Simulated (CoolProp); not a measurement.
Hexamethyldisiloxane (MM) along the isobar 0.101 MPa: fugacity coefficient from the reference equation and from simpler models built on Tc = 245.6 °C, pc = 1.931 MPa, ω = 0.418; each cubic takes its own stable root.

Values from CoolProp's reference Helmholtz-energy equation of state, Thol 2016.

```tsv
T (°C)	phase	reference	van der Waals	Redlich-Kwong	Soave-Redlich-Kwong	Peng-Robinson
26.55	liquid	0.05968	0.9452	0.2569	0.05935	0.06221
62.15	liquid	0.2759	0.9573	0.7830	0.2754	0.2798
97.75	liquid	0.8737	0.9660	0.9548	0.8815	0.8787
133.35	gas	0.9563	0.9724	0.9648	0.9597	0.9573
168.85	gas	0.9675	0.9773	0.9721	0.9692	0.9669
204.45	gas	0.9752	0.9811	0.9775	0.9762	0.9741
240.05	gas	0.9807	0.9841	0.9817	0.9815	0.9795
275.65	gas	0.9847	0.9865	0.9849	0.9856	0.9837
311.25	gas	0.9879	0.9884	0.9875	0.9888	0.9870
346.85	gas	0.9903	0.9900	0.9895	0.9912	0.9896
```

At some of these states van der Waals, Redlich-Kwong gives the other phase, because its saturation line lies elsewhere.
